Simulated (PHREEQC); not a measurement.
A solution holds 0.096 mol TMAH, 5.8e-05 mol H4SiO4 and 3.3e-05 mol Na2CO3 per kg of water, at 25 °C. Closed to the air; pH follows from the charge balance.

All values are PHREEQC results (ion-association model, phreeqc.dat), not measurements.

```json
[
 {"quantity": "pH", "before": "12.86", "after": "12.74"},
 {"quantity": "H3SiO4- (mol/kgw)", "before": "2.93e-5", "after": "0.00181"},
 {"quantity": "H2SiO4-2 (mol/kgw)", "before": "2.86e-5", "after": "0.00135"},
 {"quantity": "HCO3- (mol/kgw)", "before": "4.78e-8", "after": "6.27e-8"},
 {"quantity": "H4SiO4 (mol/kgw)", "before": "2.07e-8", "after": "1.68e-6"},
 {"quantity": "NaCO3- (mol/kgw)", "before": "1.59e-8", "after": "1.57e-8"},
 {"quantity": "SI of Quartz (SiO2)", "before": "-3.69", "after": "-1.78"}
]
```

**Question.** Which change was made?
A. H4SiO4 from 5.8e-05 to 5.8e-06 mol/kgw
B. 0.0031 mol/kgw (NH4)2SiF6 added
C. TMAH from 0.096 to 0.0192 mol/kgw
D. diluted 10-fold with water
E. Na2CO3 from 3.3e-05 to 3.63e-05 mol/kgw

**Answer.** B, 0.0031 mol/kgw (NH4)2SiF6 added

No solid was allowed to form. (CH3)4N+ isn't in the database: it is added as a free cation with an ion size of 4 Å. SiF6-2 is the database's only silicon fluoride.
